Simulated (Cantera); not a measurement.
An adiabatic, constant-pressure homogeneous reactor starts with 3.67 % CH₃OH, 11.5 % O₂, 84.9 % N₂, at 1348 K and 500000 Pa.

Model: GRI-Mech 3.0 (53 species, 325 reactions), integrated in Cantera. GRI-Mech 3.0 was tuned for natural gas; its chemistry of methanol as a main component is partial and can be far from experiment.

One state of this run: T (K) = 1996; x CH₃OH = <1e-12; x O₂ = 0.0577; x CH₂CO = <1e-12; x CO = 8.60e-5; x N₂O = 5.21e-7; x CO₂ = 0.0360. x: mole fraction; the columns are a selection and need not sum to one.

Which value of t (s) does it belong to?
(A) 4.31e-5
(B) 9.28e-6
(C) 0.000200
(D) 0.431

D, 0.431
